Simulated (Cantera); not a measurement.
A perfectly stirred reactor is fed with CO : O₂ : H₂O : N₂ : H₂ = 0.011 : 0.0095 : 0.00015 : 1 : 0.0026 (molar parts), equivalence ratio 0.72, at 7500 Torr; it is held at 1323 K, and followed from long to short residence time.

Computed with Cantera and GRI-Mech 3.0 (53 species, 325 reactions). The hydrogen kinetics of GRI-Mech 3.0 are dated; newer H2 mechanisms differ, most at raised pressure.

One state of this run: x CO = 0.000501; x O₂ = 0.00291; x H₂O = 0.00268; x O = 2.98e-6; x HO₂ = 1.82e-6. x: mole fraction; the columns are a selection and need not sum to one.

Q: Which value of τ (s) does it belong to?
(A) 0.14
(B) 0.00019
(C) 0.010
(D) 0.54

A: A, 0.14
